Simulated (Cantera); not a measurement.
An isothermal, constant-pressure homogeneous reactor starts with 0.361 % CO, 6.48 % O2, 0.556 % H2O, 92.6 % N2, at 1300 K and 1.40 bar.

Computed with Cantera and GRI-Mech 3.0 (53 species, 325 reactions).

x: mole fraction; the columns are a selection and need not sum to one.

```
t (s)         x CO    x O2    x H2O     x NO      x H2
--------  --------  ------  -------  -------  --------
8.00e-5    0.00361  0.0648  0.00556   <1e-12  3.80e-12
0.000187   0.00361  0.0648  0.00556   <1e-12  4.42e-11
0.000437   0.00361  0.0648  0.00556   <1e-12  6.17e-10
0.00102    0.00361  0.0648  0.00556   <1e-12   2.37e-8
0.00239    0.00300  0.0644  0.00550        ?   9.12e-6
0.00559    0.00106  0.0636  0.00552        ?   5.58e-6
0.0131    0.000261  0.0632  0.00555        ?   1.28e-6
0.0306     4.96e-5  0.0631  0.00556        ?   2.45e-7
0.0715     7.88e-6  0.0631  0.00556  7.51e-8   4.57e-8
0.167      1.03e-6  0.0631  0.00556  7.90e-8   9.50e-9
0.391      8.60e-8  0.0631  0.00556  8.08e-8   2.94e-9
0.914      3.60e-9  0.0631  0.00557  8.16e-8   1.84e-9
2.14       1.89e-9  0.0631  0.00557  8.20e-8   1.65e-9
5.00       1.87e-9  0.0631  0.00557  8.22e-8   1.64e-9
```

**Question.** Complete the blanks.

**Answer.** 
- 0.00239, x NO: 1.86e-9
- 0.00559, x NO: 2.75e-8
- 0.0131, x NO: 5.20e-8
- 0.0306, x NO: 6.72e-8
